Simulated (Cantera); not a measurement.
Feed: 1 mol C6H6, 7.1 mol H2, at 3400000 Pa.

Points: T (K) = 998, 1073, 1148, 1223, 1298, 1373, 1448.

Cantera's Mixture.equilibrate('TP', solver="vcs", rtol=1e-11, max_steps=5000) on the NASA tables stopped like this:

```
ERROR: FAILURE its = 5001!

*******************************************************************************
CanteraError thrown by MultiPhase::equilibrate:
VCS solver failed. Return code: -1
*******************************************************************************
```

Task: What got this run through?

Result: One answer among several that fit: The failure is numerical, not chemical. The same input converged with solver="gibbs", rtol=1e-10, max_steps=50000, and the result passed a check of the equilibrium conditions:
```
log10 of partial pressures in bar; condensed amounts in mol
       T/K        H2       CH4      C2H6     C(gr)
       998     1.153     1.296    -2.323     2.286
      1073     1.265     1.193    -2.373     2.825
      1148     1.347     1.070    -2.465     3.403
      1223     1.405     0.934    -2.589      3.96
      1298     1.444     0.790    -2.734     4.447
      1373     1.471     0.644    -2.890     4.839
      1448     1.489     0.501    -3.048     5.137
```

The gas is ideal and each condensed phase is pure. The ideal-gas law is rough above about 30 bar.
